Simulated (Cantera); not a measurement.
A closed system holds: 1 mol SiHCl3, 0.46 mol CH4, 330 mol H2, at 413 Torr.

Method: chemical equilibrium by Gibbs-energy minimisation in Cantera with the NASA 1993 tables (ideal gas, pure condensed phases). Candidate condensed phases: C, C6H6, C7H8, C8H18, Si, SiC; 109 gas species. Mutual solubility and eutectic melting of coexisting phases are not modelled. Gases not in the tables: Si2H6 and higher silanes. Rates play no part.

Q: Which condensed phases are stable at each of these points (T (K)): 1398, 1473, 1548, 1623, 1698, 1773, 1848, 1923, 1998, 2073, 2148, 2223, 2298?

A: 
```csv
T (K),condensed phases,Si condensed (%)
1398,Si(s) + SiC(s),91.9
1473,Si(s) + SiC(s),91.8
1548,Si(s) + SiC(s),91.5
1623,Si(s) + SiC(s),91.1
1698,Si(l) + SiC(s),90.6
1773,Si(l) + SiC(s),90.9
1848,Si(l) + SiC(s),90.6
1923,Si(l) + SiC(s),89.2
1998,Si(l) + SiC(s),85.9
2073,Si(l) + SiC(s),79.1
2148,Si(l) + SiC(s),65.9
2223,SiC(s),41.0
2298,SiC(s),29.0
```

From 1398 K to 1623 K the condensed part is Si(s) + SiC(s). From 1698 K to 2148 K the condensed part is Si(l) + SiC(s). From 2223 K to 2298 K the condensed part is SiC(s).
